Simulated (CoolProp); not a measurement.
Vapour-liquid equilibrium of m-xylene (1) + o-xylene (2) at 415.9 K; x and y are mole fractions of (1).

Values from CoolProp's multi-fluid Helmholtz-energy mixture model, Zhou 2012 and Zhou 2012; pair parameters Bell 2016.

```csv
x,bubble pressure (MPa),y at the bubble point,dew pressure at overall composition x (MPa),liquid density (mol/L)
0.05,0.09771,0.056,0.09764,7.254
0.15,0.09911,0.167,0.09889,7.236
0.25,0.1006,0.276,0.1002,7.217
0.35,0.1021,0.382,0.1016,7.199
0.45,0.1036,0.485,0.1031,7.180
0.55,0.1052,0.585,0.1046,7.162
0.65,0.1067,0.681,0.1062,7.143
0.75,0.1082,0.775,0.1078,7.125
0.85,0.1097,0.866,0.1094,7.107
0.95,0.1111,0.956,0.1110,7.089
```

No azeotrope shows between x = 0.05 and 0.95.

The pair parameters rest on a limited set of measurements; away from them the model extrapolates.
